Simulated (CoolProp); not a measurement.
Vapour-liquid equilibrium of R134a (1) + R227EA (2) at 315.3 K; x and y are mole fractions of (1).

Model: multi-fluid Helmholtz-energy mixture model, Tillner-Roth 1994 and Lemmon 2016; pair parameters Bell 2016, in CoolProp.

```json
[
 {"x": "0.05", "bubble pressure, mixture model (kPa)": "766.0", "bubble pressure, Raoult's law (kPa)": "761.5", "y, mixture model": "0.070", "y, Raoult's law": "0.071"},
 {"x": "0.15", "bubble pressure, mixture model (kPa)": "806.9", "bubble pressure, Raoult's law (kPa)": "794.6", "y, mixture model": "0.199", "y, Raoult's law": "0.203"},
 {"x": "0.25", "bubble pressure, mixture model (kPa)": "846.0", "bubble pressure, Raoult's law (kPa)": "827.8", "y, mixture model": "0.316", "y, Raoult's law": "0.325"},
 {"x": "0.35", "bubble pressure, mixture model (kPa)": "883.1", "bubble pressure, Raoult's law (kPa)": "861.0", "y, mixture model": "0.423", "y, Raoult's law": "0.438"},
 {"x": "0.45", "bubble pressure, mixture model (kPa)": "918.3", "bubble pressure, Raoult's law (kPa)": "894.1", "y, mixture model": "0.523", "y, Raoult's law": "0.542"},
 {"x": "0.55", "bubble pressure, mixture model (kPa)": "951.6", "bubble pressure, Raoult's law (kPa)": "927.3", "y, mixture model": "0.616", "y, Raoult's law": "0.639"},
 {"x": "0.65", "bubble pressure, mixture model (kPa)": "982.9", "bubble pressure, Raoult's law (kPa)": "960.4", "y, mixture model": "0.705", "y, Raoult's law": "0.729"},
 {"x": "0.75", "bubble pressure, mixture model (kPa)": "1012", "bubble pressure, Raoult's law (kPa)": "993.6", "y, mixture model": "0.791", "y, Raoult's law": "0.813"},
 {"x": "0.85", "bubble pressure, mixture model (kPa)": "1039", "bubble pressure, Raoult's law (kPa)": "1027", "y, mixture model": "0.875", "y, Raoult's law": "0.891"},
 {"x": "0.95", "bubble pressure, mixture model (kPa)": "1065", "bubble pressure, Raoult's law (kPa)": "1060", "y, mixture model": "0.958", "y, Raoult's law": "0.965"}
]
```

The largest gap from Raoult's law is +2.7 % in bubble pressure, at x = 0.45. No azeotrope shows between x = 0.05 and 0.95.

Pair parameters are fitted to limited data, so mixtures are less certain than the pure fluids.
